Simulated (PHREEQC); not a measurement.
Make-up at 25 °C: 2.2 mmol/kgw HF and 1.5 mmol/kgw NH4HF2. Closed to the air; pH follows from the charge balance.

Equilibrium calculation in PHREEQC: ion-association model, phreeqc.dat.

```tsv
quantity	before	after
pH	3.08	3.23
ionic strength (mol/kgw)	0.00238	0.00211
HF (mol/kgw)	0.00280	0.00306
F- (mol/kgw)	0.00235	0.00209
HF2- (mol/kgw)	2.53e-5	2.79e-5
```

Question: Which change was made?
A. 0.00097 mol/kgw K2SO4 added
B. temperature from 25 to 55 °C
C. HF from 0.0022 to 0.00044 mol/kgw
D. 0.00028 mol/kgw KCl added
E. NH4HF2 from 0.0015 to 0.00225 mol/kgw

Answer: B, temperature from 25 to 55 °C

This is a speciation only: nothing precipitates in the calculation. At this temperature some constants are extrapolated from 25 °C, and those without enthalpy data are left unchanged.
